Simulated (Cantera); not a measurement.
A perfectly stirred reactor is fed with 30.3 % CH4, 69.7 % H2, at 101000 Pa; it is held at 1550 K, and followed from long to short residence time.

Cantera simulation using GRI-Mech 3.0 (53 species, 325 reactions); the numbers are that mechanism's predictions, not measurements. GRI-Mech 3.0 stops at C3 and has no aromatics, soot or wall deposition, so with more carbon than oxygen in the feed, carbon stays in small species such as C2H2 where larger ones or solid carbon would form.

x: mole fraction; the columns are a selection and need not sum to one.

| τ (s) | x CH4 | x H2 | x C2H | x C2H4 | x C2H6 | x C2H2 |
|---|---|---|---|---|---|---|
| 2.7 | 0.120 | 0.809 | 5.23e-9 | 0.00901 | 5.48e-5 | 0.0623 |
| 0.97 | 0.147 | 0.792 | 4.22e-9 | 0.00773 | 6.42e-5 | 0.0530 |
| 0.35 | 0.191 | 0.765 | 2.83e-9 | 0.00576 | 8.51e-5 | 0.0377 |
| 0.12 | 0.241 | 0.734 | 1.44e-9 | 0.00371 | 0.000116 | 0.0202 |
| 0.044 | 0.275 | 0.714 | 6.02e-10 | 0.00239 | 0.000141 | 0.00864 |
| 0.016 | 0.292 | 0.704 | 1.93e-10 | … | 0.000151 | … |
| 0.0056 | 0.299 | 0.699 | 4.22e-11 | 0.000850 | 0.000146 | 0.000631 |
| 0.0020 | 0.302 | 0.698 | 5.95e-12 | … | … | … |
| 0.00071 | 0.302 | 0.697 | <1e-12 | 9.04e-5 | 7.92e-5 | 8.01e-6 |
| 0.00025 | 0.303 | 0.697 | <1e-12 | 1.29e-5 | 2.94e-5 | 3.29e-7 |

### Question
What belongs in the gaps?

### Answer

- 0.016, x C2H4: 0.00153
- 0.016, x C2H2: 0.00282
- 0.0020, x C2H4: 0.000349
- 0.0020, x C2H6: 0.000124
- 0.0020, x C2H2: 9.42e-5
